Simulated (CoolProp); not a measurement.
Vapour-liquid equilibrium of ethylene (1) + n-butane (2) at 0.121 MPa; x and y are mole fractions of (1).

Values from CoolProp's multi-fluid Helmholtz-energy mixture model, Smukala 2000 and Bücker 2006; pair parameters Bell 2016.

```
x     bubble temperature, mixture model (K)  bubble temperature, Raoult's law (K)  y, mixture model  y, Raoult's law
----  -------------------------------------  ------------------------------------  ----------------  ---------------
0.05                                  238.6                                 242.5             0.816            0.786
0.15                                  211.3                                 214.0             0.966            0.963
0.25                                  201.1                                 201.2             0.985            0.987
0.35                                  194.9                                 193.4             0.992            0.994
0.45                                  190.0                                 187.9             0.995            0.997
0.55                                  185.7                                 183.7             0.997            0.998
0.65                                  182.0                                 180.4             0.999            0.999
0.75                                  178.6                                 177.7             0.999            0.999
0.85                                  175.8                                 175.4             1.000            1.000
0.95                                  173.4                                 173.4             1.000            1.000
```

The largest gap from Raoult's law is -3.9 K in bubble temperature, at x = 0.05. No azeotrope shows between x = 0.05 and 0.95.

The pair parameters rest on a limited set of measurements; away from them the model extrapolates. The gap from Raoult's law changes sign with composition, which may be real or a fault of the pair parameters; it wasn't checked against measurements.
